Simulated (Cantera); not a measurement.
Input: 1 mol CsCl, 1 mol O2, 0.23 mol N2, held at 0.0133 bar.

These are equilibrium values from Cantera (NASA tables, ideal gas, pure condensed phases), not measurements of a reactor. Candidate condensed phases: Cs, CsCl; 18 gas species. Equilibrium is a limit: real reactors are often held back by kinetics, nucleation or transport. All values below are at 1298 K.

Base state: O2 0.455, CsCl 0.426, N2 0.105, Cs2Cl2 0.0143, NO 0.000209 (mole fractions); condensed: gas only.

**Question.** What changes in the equilibrium state with this change: N2 from 0.23 to 430 mol?

**Answer.** 
```
species    before    after
-------  --------  -------
N2          0.105    0.995
CsCl        0.426  0.00231
O2          0.455  0.00229
Cs2Cl2     0.0143  4.22e-7
NO       0.000209  4.59e-5
```
